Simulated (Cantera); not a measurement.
Charge: 1 mol Pb, 2.9 mol CO, 10 mol H2, equilibrated at 1 atm.

Cantera equilibrium calculation (NASA polynomials, part measured and part estimated; ideal gas, pure solids and liquids). Candidate condensed phases: C, C6H6, C7H8, C8H18, H2O, Pb, PbO, PbO2, Pb3O4; 113 gas species. Kinetics and transport are ignored.

Q: What share of the Pb ends up in condensed phases as a function of T (K), at 748, 823, 898, 973, 1048, 1123, 1198, 1273, 1348, 1423, 1498, 1573?

A: 
```
T (K)  Pb condensed (%)     as
-----  ----------------  -----
748               100.0  Pb(l)
823               100.0  Pb(l)
898               100.0  Pb(l)
973               100.0  Pb(l)
1048               99.9  Pb(l)
1123               99.8  Pb(l)
1198               99.2  Pb(l)
1273               97.7  Pb(l)
1348               93.9  Pb(l)
1423               85.6  Pb(l)
1498               68.6  Pb(l)
1573               35.8  Pb(l)
```
